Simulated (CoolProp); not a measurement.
n-perfluorohexane at 298.15 K and 13.9 MPa is throttled through a valve to 5.54 MPa with no heat exchange. Each further row changes one setting.

Model: reference Helmholtz-energy equation of state, Gao 2022, in CoolProp.

| case | temperature change (K) | final density (kg/m³) |
|---|---|---|
| as stated | +2.6 | ___ |
| outlet pressure 1.66 MPa | +3.7 | ___ |
| outlet pressure 7.2 MPa | ___ | ___ |

Question: Some entries are withheld; supply them.

Answer: 
- as stated, final density (kg/m³): 1690
- outlet pressure 1.66 MPa, final density (kg/m³): 1670
- outlet pressure 7.2 MPa, temperature change (K): +2.1
- outlet pressure 7.2 MPa, final density (kg/m³): 1700
